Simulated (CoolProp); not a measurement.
A simple Rankine cycle with dimethyl carbonate: condensing at 315.15 K, boiler at 3.19 MPa, turbine inlet 529.1 K, turbine efficiency 0.75, pump efficiency 0.8, no recuperator. Each further row changes one setting.

Model: reference Helmholtz-energy equation of state, Zhou 2011, in CoolProp.

```
case                             thermal efficiency (%)  net work (kJ/kg)  heat in (kJ/kg)  turbine exit temperature (K)  volume ratio over the turbine
-------------------------------  ----------------------  ----------------  ---------------  ----------------------------  -----------------------------
as stated                                          21.4               141              660                         397.9                            232
turbine inlet 549.1 K                              21.5               152              706                         422.2                            212
condensing temperature 307.15 K                    22.3               151              675                         391.4                            331
boiler pressure 2.23 MPa                           20.6               142              688                         417.0                            137
turbine efficiency 0.65                            18.5               122              660                         411.2                            240
```
